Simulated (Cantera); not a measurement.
A freely propagating, adiabatic, planar premixed flame of 5.06 % C₂H₆, 18.1 % O₂, 67.8 % N₂, 9.10 % H₂O, unburnt at 623 K and 1.00 bar; mixture-averaged transport, grid criteria slope 0.08 and curve 0.16, no radiation.

Computed with Cantera and GRI-Mech 3.0 (53 species, 325 reactions). Burning velocities carry a grid error of a few per cent, more on coarse grids.

Problem. Predict: laminar burning velocity; thermal thickness; peak x(H₂); peak x(H₂O₂); peak x(HO₂).

Solution. 
* **laminar burning velocity**: 119 cm/s
* **thermal thickness**: 0.352 mm
* **peak x(H₂)**: 0.0225
* **peak x(H₂O₂)**: 8.12e-5
* **peak x(HO₂)**: 0.000367
